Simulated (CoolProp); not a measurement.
A single-stage vapour-compression cycle with the fluid: evaporating at 298.15 K (dew point), condensing at 327.15 K (bubble point), superheat 10 K, subcooling 8 K, compressor efficiency 0.8, no pressure losses. The same conditions are run with several fluids, on thermodynamics alone (safety and materials aside).

Computed with CoolProp (reference Helmholtz-energy equation of state of each fluid (R410A: Lemmon 2003; R141b: Lemmon 2006; ammonia: Gao 2020; R125: Lemmon 2005; R407C: Lemmon 2003; isobutene: Lemmon 2005)). Blends and air are pseudo-pure fits.

```
fluid      cooling COP  pressure ratio  discharge temperature (K)  refrigerating effect (kJ/kg)  volumetric capacity (kJ/m³)
---------  -----------  --------------  -------------------------  ----------------------------  ---------------------------
R410A             6.58            2.04                      352.4                           ___                         9820
R141b             7.87            2.63                      344.3                           209                          773
ammonia           7.31            2.25                      380.8                          1090                         8100
R125               ___            2.01                        ___                          90.6                          ___
R407C             5.92            2.38                      354.1                           161                         6590
isobutene         7.69            2.21                      339.1                           325                         2360
```

**Question.** Complete the blanks.

**Answer.** 
- R410A, refrigerating effect (kJ/kg): 163
- R125, cooling COP: 6.46
- R125, discharge temperature (K): 340.8
- R125, volumetric capacity (kJ/m³): 7520
